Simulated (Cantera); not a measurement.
Feed: 1 mol SiC, 0.86 mol H2O, 44 mol N2, equilibrated at 3.10 bar.

Method: chemical equilibrium by Gibbs-energy minimisation in Cantera with the NASA 1993 tables (ideal gas, pure condensed phases). Candidate condensed phases: C, C6H6, C7H8, C8H18, H2O, Si, SiC, SiO2, Si2N2O, Si3N4; 151 gas species. N2 is the only nitrogen source here; it is nearly inert below about 1500 K, so the nitride shown seldom forms there in practice. Mutual solubility and eutectic melting of coexisting phases are not modelled. The tables hold silica as quartz up to 1696 K and as liquid above; real silica turns to tridymite and cristobalite and melts near 1996 K. Kinetics and transport are ignored.

log p: log10 of the partial pressure in bar; n: condensed amount in mol.

| T (K) | log p N2 | log p H2 | log p CO | log p CH4 | log p HCN | n C(graphite) | n SiO2(β-quartz) | n Si2N2O(s) |
|---|---|---|---|---|---|---|---|---|
| 998 | 0.48 | -1.23 | -3.28 | ? | -5.67 | 0.988 | 0.235 | 0.383 |
| 1023 | 0.48 | -1.23 | -3.05 | ? | -5.50 | 0.983 | 0.231 | 0.384 |
| 1048 | 0.48 | -1.23 | -2.84 | ? | -5.34 | 0.976 | 0.226 | 0.387 |
| 1073 | 0.48 | -1.23 | -2.63 | ? | -5.18 | 0.964 | 0.217 | 0.391 |
| 1098 | 0.48 | -1.22 | -2.43 | ? | -5.04 | 0.945 | 0.204 | 0.398 |
| 1123 | 0.48 | -1.22 | -2.25 | ? | -4.90 | 0.917 | 0.185 | 0.407 |
| 1148 | 0.48 | -1.22 | -2.07 | ? | -4.76 | 0.875 | 0.157 | 0.421 |
| 1173 | 0.48 | -1.22 | -1.89 | ? | -4.63 | 0.815 | 0.117 | 0.441 |
| 1198 | 0.48 | -1.23 | -1.73 | ? | -4.51 | 0.731 | 0.0611 | 0.469 |
| 1223 | 0.48 | -1.23 | -1.60 | ? | -4.39 | 0.639 | 0 | 0.500 |
| 1248 | 0.48 | -1.23 | -1.60 | ? | -4.28 | 0.639 | 0 | 0.500 |
| 1273 | 0.48 | -1.23 | -1.60 | ? | -4.17 | 0.639 | 0 | 0.500 |

Q: Fill in the missing entries.

A: 
- 998, log p CH4: -3.47
- 1023, log p CH4: -3.58
- 1048, log p CH4: -3.69
- 1073, log p CH4: -3.79
- 1098, log p CH4: -3.89
- 1123, log p CH4: -3.98
- 1148, log p CH4: -4.07
- 1173, log p CH4: -4.16
- 1198, log p CH4: -4.25
- 1223, log p CH4: -4.33
- 1248, log p CH4: -4.40
- 1273, log p CH4: -4.48
